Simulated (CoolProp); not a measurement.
Fluorine along the isotherm 208.8 K: density (kg/m³) from the reference equation and from simpler models built on Tc = 144.4 K, pc = 5240 kPa, ω = 0.045; each cubic takes its own stable root.

Computed with CoolProp (reference Helmholtz-energy equation of state, de Reuck 1990).

```tsv
p (kPa)	phase	reference
41.4	gas	0.9068
69.9	gas	1.532
118	gas	2.588
199	gas	4.372
336	gas	7.401
567	gas	12.54
957	gas	21.33
1610	gas	36.36
2730	gas	63.08
4600	gas	110.4
7760	supercritical	198.1
13100	supercritical	364.7
```

How far does each simpler model (van der Waals, Soave-Redlich-Kwong, Peng-Robinson) lie from the reference over these 12 states: mean and median of the absolute difference, and the worst?


- van der Waals: mean 1.4 %, median 0.3 %, worst +7.8 % at 208.8 K and 13100 kPa
- Soave-Redlich-Kwong: mean 0.3 %, median 0.0 %, worst -2.5 % at 208.8 K and 13100 kPa
- Peng-Robinson: mean 0.9 %, median 0.4 %, worst +2.9 % at 208.8 K and 7760 kPa
